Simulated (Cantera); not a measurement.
Charge: 1 mol HMDSO, 1.6 mol O3, held at 0.133 bar.

These are equilibrium values from Cantera (NASA tables, ideal gas, pure condensed phases), not measurements of a reactor. Candidate condensed phases: C, C6H6, C7H8, C8H18, H2O, Si, SiC, SiO2; 123 gas species. The feed counts by its element totals alone. Mutual solubility and eutectic melting of coexisting phases are not modelled. The tables hold silica as quartz up to 1696 K and as liquid above; real silica turns to tridymite and cristobalite and melts near 1996 K. Rates play no part.

Which condensed phases are stable at each of these points (T (°C)): 327, 427, 527, 627, 727, 827, 927, 1027, 1127, 1227, 1327, 1427?


| T (°C) | condensed phases | Si condensed (%) |
|---|---|---|
| 327 | C(graphite) + SiO2(α-quartz) | 100.0 |
| 427 | C(graphite) + SiO2(α-quartz) | 100.0 |
| 527 | C(graphite) + SiO2(α-quartz) | 100.0 |
| 627 | C(graphite) + SiO2(β-quartz) | 100.0 |
| 727 | C(graphite) + SiO2(β-quartz) | 100.0 |
| 827 | C(graphite) + SiO2(β-quartz) | 100.0 |
| 927 | C(graphite) + SiO2(β-quartz) | 100.0 |
| 1027 | C(graphite) + SiO2(β-quartz) | 100.0 |
| 1127 | C(graphite) + SiO2(β-quartz) | 100.0 |
| 1227 | C(graphite) + SiC(s) + SiO2(β-quartz) | 99.8 |
| 1327 | SiC(s) + SiO2(β-quartz) | 98.0 |
| 1427 | SiC(s) + SiO2(condensed) | 83.6 |

From 327 °C to 527 °C the condensed part is C(graphite) + SiO2(α-quartz). From 627 °C to 1127 °C the condensed part is C(graphite) + SiO2(β-quartz). At 1227 °C the condensed part is C(graphite) + SiC(s) + SiO2(β-quartz). At 1327 °C the condensed part is SiC(s) + SiO2(β-quartz). At 1427 °C the condensed part is SiC(s) + SiO2(condensed).
